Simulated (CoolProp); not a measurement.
Methanol along the isotherm 564.2 K: fugacity coefficient from the reference equation and from simpler models built on Tc = 513.4 K, pc = 8216 kPa, ω = 0.565; each cubic takes its own stable root.

Computed with CoolProp (reference Helmholtz-energy equation of state, de Reuck 1993).

```json
[
 {"p (kPa)": "9130", "phase": "supercritical", "reference": "0.7569"},
 {"p (kPa)": "18300", "phase": "supercritical", "reference": "0.5387"},
 {"p (kPa)": "27400", "phase": "supercritical", "reference": "0.4182"},
 {"p (kPa)": "36500", "phase": "supercritical", "reference": "0.3565"},
 {"p (kPa)": "45600", "phase": "supercritical", "reference": "0.3208"},
 {"p (kPa)": "54800", "phase": "supercritical", "reference": "0.2987"},
 {"p (kPa)": "63900", "phase": "supercritical", "reference": "0.2850"},
 {"p (kPa)": "73000", "phase": "supercritical", "reference": "0.2767"},
 {"p (kPa)": "82200", "phase": "supercritical", "reference": "0.2721"}
]
```

Problem. How far does each simpler model (van der Waals, Redlich-Kwong, Soave-Redlich-Kwong, Peng-Robinson) lie from the reference over these 9 states: mean and median of the absolute difference, and the worst?

Solution. 
- van der Waals: mean 25.1 %, median 20.9 %, worst +62.2 % at 564.2 K and 82200 kPa
- Redlich-Kwong: mean 10.9 %, median 8.4 %, worst +25.4 % at 564.2 K and 82200 kPa
- Soave-Redlich-Kwong: mean 25.5 %, median 26.3 %, worst +49.0 % at 564.2 K and 82200 kPa
- Peng-Robinson: mean 13.2 %, median 13.5 %, worst +26.6 % at 564.2 K and 82200 kPa
